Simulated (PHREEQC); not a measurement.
A solution holds 0.0028 mol/kgw KH2PO4 and 0.018 mol/kgw K2HPO4, at 25 °C. Closed to the air; pH follows from the charge balance.

Model: ion-association model, phreeqc.dat, run in PHREEQC.

This is a speciation only: nothing precipitates in the calculation.

### Question
What pH, density, specific conductance does the model give?

### Answer
pH 7.74; density 1.000 g/cm³; specific conductance 3860 µS/cm.

### Question
In which forms is K present?

### Answer
K+ 99 %, KHPO4- 1.5 % of the K.
